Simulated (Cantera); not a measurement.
**Pb + CO + H2 (iron carbonyl, mercury and lead vapours)**

Charge: 1 mol Pb, 0.19 mol CO, 2.5 mol H2, equilibrated at 91.0 mbar.

These are equilibrium values from Cantera (NASA tables, ideal gas, pure condensed phases), not measurements of a reactor. Candidate condensed phases: C, C6H6, C7H8, C8H18, H2O, Pb, PbO, PbO2, Pb3O4; 113 gas species. Rates play no part.

```csv
T (°C),x H2,x Pb,x CO,x CH4,x H2O,x CO2,n Pb(l)
552,0.883,1.58e-6,0.0277,0.0448,0.0402,0.00451,1.000
652,0.917,2.94e-5,0.0590,0.0120,0.0106,0.00138,1.000
752,0.926,0.000306,0.0677,0.00308,0.00281,0.000267,0.999
852,0.926,0.00208,0.0696,0.000953,0.000892,6.09e-5,0.994
952,0.919,0.0103,0.0696,0.000349,0.000332,1.71e-5,0.972
1052,0.892,0.0396,0.0677,0.000141,0.000136,5.54e-6,0.889
1152,0.812,0.126,0.0617,5.67e-5,5.53e-5,1.85e-6,0.613
1252,0.677,0.271,0.0515,2.07e-5,2.10e-5,5.92e-7,0
```
x: gas mole fraction; n: condensed amount in mol.

From 552 °C to 1152 °C the condensed part is Pb(l). At 1252 °C nothing is condensed. The main Pb-bearing gas is Pb throughout.
